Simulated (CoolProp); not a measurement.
Vapour pressure (MPa) of octamethyltrisiloxane (MDM): the reference equation beside estimates from Tc = 292.2 °C, pc = 1.438 MPa, ω = 0.528. Clausius-Clapeyron is anchored at 63.85 °C with a constant enthalpy of vaporisation of 44.74 kJ/mol.

Computed with CoolProp (reference Helmholtz-energy equation of state, Thol 2017).

```tsv
T (°C)	reference	Lee-Kesler	Clausius-Clapeyron	van der Waals	Soave-Redlich-Kwong	Peng-Robinson
52.35	0.002475	0.002529	?	0.09799	0.002540	0.002735
58.15	0.003328	0.003382	0.003340	0.1088	?	?
63.85	0.004396	0.004446	0.004396	0.1202	0.004459	0.004732
69.65	0.005763	0.005805	0.005759	?	0.005818	?
75.45	0.007468	0.007496	0.007477	0.1459	0.007508	?
81.15	0.009532	0.009541	0.009585	0.1598	?	0.009958
86.95	0.01209	0.01208	0.01224	0.1748	0.01208	0.01253
92.75	0.01519	0.01514	0.01551	0.1908	0.01514	?
98.45	0.01885	0.01875	0.01944	0.2073	0.01875	0.01927
```

Q: Fill in the missing entries.

A: 
- 52.35, Clausius-Clapeyron: 0.002501
- 58.15, Soave-Redlich-Kwong: 0.003394
- 58.15, Peng-Robinson: 0.003627
- 69.65, van der Waals: 0.1327
- 69.65, Peng-Robinson: 0.006136
- 75.45, Peng-Robinson: 0.007871
- 81.15, Soave-Redlich-Kwong: 0.009551
- 92.75, Peng-Robinson: 0.01563

Absolute difference from the reference over all 9 rows, mean and median: Lee-Kesler 0.8 and 0.5 %, Clausius-Clapeyron 1.0 and 0.6 %, van der Waals 2088.6 and 1853.7 %, Soave-Redlich-Kwong 1.0 and 0.5 %, Peng-Robinson 5.8 and 5.4 %.
